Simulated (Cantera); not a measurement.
# Thermodynamics of carbon deposition, reforming and gasification, feed CH4 + H2

Charge: 1 mol CH4, 21 mol H2, held at 340 Pa.

These are equilibrium values from Cantera (NASA tables, ideal gas, pure condensed phases), not measurements of a reactor. Candidate condensed phases: C, C6H6, C7H8, C8H18; 76 gas species. Rates play no part.

At 673 K nothing is condensed. From 873 K to 2673 K the condensed part is C(graphite). From 2873 K to 3073 K nothing is condensed. The main C-bearing gas is CH4 at 673 K and C3 at 3073 K.

```json
[
 {"T (K)": "673", "x H2": "0.955", "x H": "<1e-12", "x CH4": "0.0455", "x C2H2 (acetylene)": "<1e-12", "n C(graphite)": "0"},
 {"T (K)": "873", "x H2": "0.998", "x H": "8.02e-10", "x CH4": "0.00152", "x C2H2 (acetylene)": "2.21e-11", "n C(graphite)": "0.965"},
 {"T (K)": "1073", "x H2": "1.000", "x H": "2.40e-7", "x CH4": "0.000156", "x C2H2 (acetylene)": "7.18e-9", "n C(graphite)": "0.996"},
 {"T (K)": "1273", "x H2": "1.000", "x H": "1.22e-5", "x CH4": "3.19e-5", "x C2H2 (acetylene)": "3.72e-7", "n C(graphite)": "0.999"},
 {"T (K)": "1473", "x H2": "1.000", "x H": "0.000217", "x CH4": "9.98e-6", "x C2H2 (acetylene)": "6.50e-6", "n C(graphite)": "0.999"},
 {"T (K)": "1673", "x H2": "0.998", "x H": "0.00195", "x CH4": "4.11e-6", "x C2H2 (acetylene)": "5.69e-5", "n C(graphite)": "0.997"},
 {"T (K)": "1873", "x H2": "0.989", "x H": "0.0110", "x CH4": "2.03e-6", "x C2H2 (acetylene)": "0.000309", "n C(graphite)": "0.986"},
 {"T (K)": "2073", "x H2": "0.955", "x H": "0.0441", "x CH4": "1.09e-6", "x C2H2 (acetylene)": "0.00117", "n C(graphite)": "0.945"},
 {"T (K)": "2273", "x H2": "0.863", "x H": "0.134", "x CH4": "5.72e-7", "x C2H2 (acetylene)": "0.00325", "n C(graphite)": "0.838"},
 {"T (K)": "2473", "x H2": "0.678", "x H": "0.315", "x CH4": "2.45e-7", "x C2H2 (acetylene)": "0.00654", "n C(graphite)": "0.619"},
 {"T (K)": "2673", "x H2": "0.419", "x H": "0.569", "x CH4": "6.90e-8", "x C2H2 (acetylene)": "0.00895", "n C(graphite)": "0.129"},
 {"T (K)": "2873", "x H2": "0.194", "x H": "0.794", "x CH4": "6.66e-9", "x C2H2 (acetylene)": "0.00276", "n C(graphite)": "0"},
 {"T (K)": "3073", "x H2": "0.0734", "x H": "0.913", "x CH4": "3.42e-10", "x C2H2 (acetylene)": "0.000375", "n C(graphite)": "0"}
]
```
x: gas mole fraction; n: condensed amount in mol.
